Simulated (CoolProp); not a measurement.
Computed with CoolProp (reference Helmholtz-energy equation of state, Bücker 2006).

Problem. Give the vapour pressure (kPa), vapour density (kg/m³), enthalpy of vaporisation (kJ/kg), liquid cp (kJ/(kg K)) of saturated ethane at -5.25 °C.

Solution. 
```tsv
T (°C)	p (kPa)	vapour density (kg/m³)	enthalpy of vaporisation (kJ/kg)	liquid cp (kJ/(kg K))
-5.25	2100	39.6	321	3.42
```
